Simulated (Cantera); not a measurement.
A closed system holds: 1 mol Cu₂O, 6.5 mol CO, 0.16 mol H₂, at 2450 K and 0.530 bar.

These are equilibrium values from Cantera (NASA tables, ideal gas, pure condensed phases), not measurements of a reactor. Candidate condensed phases: C, C₆H₆, C₇H₈, C₈H₁₈, Cu, CuO, Cu(OH)₂, Cu₂O, H₂O; 113 gas species. Rates play no part.

Base state: CO 0.645, Cu 0.225, CO₂ 0.106, H₂ 0.00850, H₂O 0.00848, Cu₂ 0.00294, H 0.00254, OH 0.000496 (mole fractions); condensed: gas only.

Task: What changes in the equilibrium state with this change: temperature from 2450 K to 2248 K?

Result: 
| species | before | after |
|---|---|---|
| CO | 0.645 | 0.784 |
| CO₂ | 0.106 | 0.130 |
| Cu | 0.225 | 0.0626 |
| H₂ | 0.00850 | 0.0115 |
| H₂O | 0.00848 | 0.0104 |
| O₂ | 4.06e-5 | 3.60e-6 |
| CuO | 7.79e-5 | 7.45e-6 |
| O | 9.86e-5 | 9.50e-6 |
| Cu(l), mol | 0 | 1.55 |
